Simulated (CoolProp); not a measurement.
A simple Rankine cycle with ammonia: condensing at 295.15 K, boiler at 4.76 MPa, turbine inlet 374.7 K, turbine efficiency 0.85, pump efficiency 0.6, no recuperator. Each further row changes one setting.

The numbers come from the reference Helmholtz-energy equation of state, Gao 2020 in CoolProp.

```tsv
case	thermal efficiency (%)	net work (kJ/kg)	heat in (kJ/kg)	turbine exit temperature (K)	volume ratio over the turbine
as stated	13.2	162	1230	295.1	4.43
turbine inlet 394.7 K	13.6	177	1310	295.1	4.14
condensing temperature 287.15 K	14.7	186	1270	287.1	5.61
boiler pressure 3.33 MPa	11.0	142	1300	295.1	2.99
turbine efficiency 0.75	11.5	141	1230	295.1	4.51
```

The expansion ends wet for: as stated; turbine inlet 394.7 K; condensing temperature 287.15 K; boiler pressure 3.33 MPa; turbine efficiency 0.75.
